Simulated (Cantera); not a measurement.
A perfectly stirred reactor is fed with CH4 : CO2 = 1 : 2.1 (molar parts), at 4430 Torr; it is held at 1750 K, and followed from long to short residence time.

Model: GRI-Mech 3.0 (53 species, 325 reactions), integrated in Cantera.

Question: What does this change do: pressure from 4430 Torr to 12000 Torr?

Answer: 
| quantity | before | after |
|---|---|---|
| x(CH4) at τ = 0.480 s | 0.0160 | 0.0181 |
| x(CO2) at τ = 0.480 s | 0.114 | 0.109 |
| x(C2H4) at τ = 0.480 s | 0.000693 | 0.00113 |
| x(H2O2) at τ = 0.480 s | 3.23e-12 | 2.96e-12 |
| x(CO) at τ = 0.480 s | 0.484 | 0.495 |
| x(CH4) at τ = 23.0 ms | 0.0524 | 0.0477 |
| x(CO2) at τ = 23.0 ms | 0.260 | 0.232 |
| x(C2H4) at τ = 23.0 ms | 0.00212 | 0.00400 |
| x(H2O2) at τ = 23.0 ms | 7.80e-12 | 7.87e-12 |
| x(CO) at τ = 23.0 ms | 0.305 | 0.341 |
The pressure lies above the range GRI-Mech 3.0 was tuned for (to about 10 atm).
